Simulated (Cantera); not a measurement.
An isothermal, constant-pressure homogeneous reactor starts with H2 : O2 : N2 = 1.1 : 1 : 0.75 (molar parts), equivalence ratio 0.55, at 898 K and 0.133 bar.

Computed with Cantera and GRI-Mech 3.0 (53 species, 325 reactions). Radical loss at walls, strong at low pressure, is not modelled. Below about 950 K walls govern HO2 and H2O2 in real vessels. The temperature is held fixed by assumption; the heat of reaction is taken as removed at once.

x: mole fraction; the columns are a selection and need not sum to one.

```json
[
 {"t (s)": "6.00e-6", "x H2": "0.386", "x O2": "0.351", "x H2O": "<1e-12", "x O": "<1e-12", "x OH": "<1e-12", "x N2O": "<1e-12", "x H": "3.42e-12"},
 {"t (s)": "2.44e-5", "x H2": "0.386", "x O2": "0.351", "x H2O": "2.59e-12", "x O": "1.26e-12", "x OH": "<1e-12", "x N2O": "<1e-12", "x H": "1.44e-11"},
 {"t (s)": "9.91e-5", "x H2": "0.386", "x O2": "0.351", "x H2O": "7.90e-11", "x O": "1.28e-11", "x OH": "3.35e-12", "x N2O": "<1e-12", "x H": "9.76e-11"},
 {"t (s)": "0.000403", "x H2": "0.386", "x O2": "0.351", "x H2O": "1.28e-8", "x O": "…", "x OH": "2.84e-10", "x N2O": "<1e-12", "x H": "7.96e-9"},
 {"t (s)": "0.00164", "x H2": "0.209", "x O2": "0.280", "x H2O": "0.192", "x O": "…", "x OH": "0.00236", "x N2O": "4.20e-10", "x H": "0.0298"},
 {"t (s)": "0.00665", "x H2": "0.0509", "x O2": "0.216", "x H2O": "0.415", "x O": "…", "x OH": "1.84e-6", "x N2O": "1.52e-9", "x H": "4.29e-6"},
 {"t (s)": "0.0270", "x H2": "0.0507", "x O2": "0.216", "x H2O": "0.415", "x O": "…", "x OH": "5.69e-8", "x N2O": "1.52e-9", "x H": "1.73e-7"},
 {"t (s)": "0.110", "x H2": "0.0501", "x O2": "0.216", "x H2O": "0.416", "x O": "…", "x OH": "1.08e-7", "x N2O": "1.54e-9", "x H": "3.06e-7"},
 {"t (s)": "0.447", "x H2": "0.0440", "x O2": "0.213", "x H2O": "0.423", "x O": "…", "x OH": "3.00e-7", "x N2O": "1.68e-9", "x H": "6.59e-7"},
 {"t (s)": "1.82", "x H2": "0.0203", "x O2": "0.204", "x H2O": "0.453", "x O": "…", "x OH": "3.36e-7", "x N2O": "2.38e-9", "x H": "3.51e-7"},
 {"t (s)": "7.38", "x H2": "0.00130", "x O2": "0.196", "x H2O": "0.477", "x O": "…", "x OH": "2.30e-7", "x N2O": "3.89e-9", "x H": "1.69e-8"},
 {"t (s)": "30.0", "x H2": "6.24e-5", "x O2": "0.196", "x H2O": "0.478", "x O": "9.65e-10", "x OH": "3.34e-8", "x N2O": "4.24e-9", "x H": "1.21e-10"}
]
```

Question: What belongs in the gaps?

Answer: 
- 0.000403, x O: 1.11e-9
- 0.00164, x O: 0.00356
- 0.00665, x O: 2.67e-6
- 0.0270, x O: 1.14e-7
- 0.110, x O: 1.97e-7
- 0.447, x O: 4.30e-7
- 1.82, x O: 3.83e-7
- 7.38, x O: 8.07e-8
